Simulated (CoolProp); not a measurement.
Vapour-liquid equilibrium of carbon dioxide (1) + dimethyl ether (2) at 251.8 K; x and y are mole fractions of (1).

Computed with CoolProp (multi-fluid Helmholtz-energy mixture model, Span 1996 and Wu 2011; pair parameters Bell 2016).

```json
[
 {"x": "0.05", "bubble pressure (bar)": "1.732", "y at the bubble point": "0.345", "dew pressure at overall composition x (bar)": "1.232", "liquid density (mol/L)": "16.18"},
 {"x": "0.15", "bubble pressure (bar)": "2.963", "y at the bubble point": "0.648", "dew pressure at overall composition x (bar)": "1.366", "liquid density (mol/L)": "16.84"},
 {"x": "0.25", "bubble pressure (bar)": "4.350", "y at the bubble point": "0.783", "dew pressure at overall composition x (bar)": "1.532", "liquid density (mol/L)": "17.55"},
 {"x": "0.35", "bubble pressure (bar)": "5.895", "y at the bubble point": "0.858", "dew pressure at overall composition x (bar)": "1.743", "liquid density (mol/L)": "18.29"},
 {"x": "0.45", "bubble pressure (bar)": "7.593", "y at the bubble point": "0.905", "dew pressure at overall composition x (bar)": "2.023", "liquid density (mol/L)": "19.06"},
 {"x": "0.55", "bubble pressure (bar)": "9.432", "y at the bubble point": "0.936", "dew pressure at overall composition x (bar)": "2.408", "liquid density (mol/L)": "19.87"},
 {"x": "0.65", "bubble pressure (bar)": "11.39", "y at the bubble point": "0.958", "dew pressure at overall composition x (bar)": "2.976", "liquid density (mol/L)": "20.71"},
 {"x": "0.75", "bubble pressure (bar)": "13.45", "y at the bubble point": "0.974", "dew pressure at overall composition x (bar)": "3.900", "liquid density (mol/L)": "21.56"},
 {"x": "0.85", "bubble pressure (bar)": "15.58", "y at the bubble point": "0.986", "dew pressure at overall composition x (bar)": "5.677", "liquid density (mol/L)": "22.41"},
 {"x": "0.95", "bubble pressure (bar)": "17.77", "y at the bubble point": "0.996", "dew pressure at overall composition x (bar)": "10.62", "liquid density (mol/L)": "23.22"}
]
```

No azeotrope shows between x = 0.05 and 0.95.

Pair parameters are fitted to limited data, so mixtures are less certain than the pure fluids.
